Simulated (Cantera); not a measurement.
Charge: 1 mol Si, 0.057 mol CO2, 31 mol H2, equilibrated at 0.100 bar.

Method: chemical equilibrium by Gibbs-energy minimisation in Cantera with the NASA 1993 tables (ideal gas, pure condensed phases). Candidate condensed phases: C, C6H6, C7H8, C8H18, H2O, Si, SiC, SiO2; 123 gas species. Mutual solubility and eutectic melting of coexisting phases are not modelled. Gases not in the tables: Si2H6 and higher silanes. Equilibrium is a limit: real reactors are often held back by kinetics, nucleation or transport.

Task: At 1802 °C, list the 7 most abundant gas species with their mole fractions, and the condensed phases.

Result: H2 0.987, H 0.00837, SiO 0.00249, CO 0.00116, Si 0.00102, SiH 0.000183, SiH2 0.000158. Condensed: Si(l) + SiC(s).
